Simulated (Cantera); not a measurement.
N2O furnace oxynitridation

An isothermal, constant-pressure homogeneous reactor starts with 75.0 % N2O, 20.2 % O2, 4.80 % N2, at 1250 K and 130000 Pa.

Computed with Cantera and GRI-Mech 3.0 (53 species, 325 reactions). GRI-Mech 3.0 was tuned for natural gas; its chemistry of N2O as a main component is partial and can be far from experiment. The mechanism lacks the step 2 NO + O2 → 2 NO2, which can matter for NO2 below about 1400 K. The temperature is held fixed by assumption; the heat of reaction is taken as removed at once.

| t (s) | x N2O | x O2 | x NO | x O | x NO2 | x N2 |
|---|---|---|---|---|---|---|
| 2.00e-6 | 0.750 | 0.202 | 5.98e-8 | 1.15e-6 | <1e-12 | 0.0480 |
| 6.55e-6 | 0.750 | 0.202 | 4.95e-7 | 2.57e-6 | 1.82e-12 | 0.0480 |
| 2.15e-5 | 0.750 | 0.202 | 2.86e-6 | 3.52e-6 | 6.03e-11 | 0.0480 |
| 7.03e-5 | 0.749 | 0.202 | 1.14e-5 | 3.58e-6 | 9.49e-10 | 0.0481 |
| 0.000230 | 0.749 | 0.203 | 3.93e-5 | 3.58e-6 | 1.12e-8 | 0.0483 |
| 0.000754 | 0.748 | 0.203 | 0.000130 | 3.58e-6 | 1.20e-7 | 0.0489 |
| 0.00247 | 0.745 | 0.204 | 0.000427 | 3.57e-6 | 1.17e-6 | 0.0511 |
| 0.00809 | 0.734 | 0.206 | 0.00138 | 3.55e-6 | 9.09e-6 | 0.0581 |
| 0.0265 | 0.702 | 0.214 | 0.00433 | 3.47e-6 | 4.65e-5 | 0.0799 |
| 0.0869 | 0.608 | 0.237 | 0.0125 | 3.23e-6 | 0.000157 | 0.142 |
| 0.285 | 0.403 | 0.288 | 0.0290 | 2.57e-6 | 0.000382 | 0.280 |
| 0.932 | 0.145 | 0.355 | 0.0449 | 1.34e-6 | 0.000606 | 0.455 |
| 3.05 | 0.0138 | 0.391 | 0.0475 | 2.07e-7 | 0.000723 | 0.546 |
| 10.0 | 2.06e-5 | 0.396 | 0.0471 | 3.87e-8 | 0.000983 | 0.556 |
x: mole fraction; the columns are a selection and need not sum to one.

Equilibrium at this temperature and pressure: N2O 2.29e-8, O2 0.420, NO 0.000344, O 3.96e-8, NO2 7.42e-6, N2 0.580 (gas phase only).
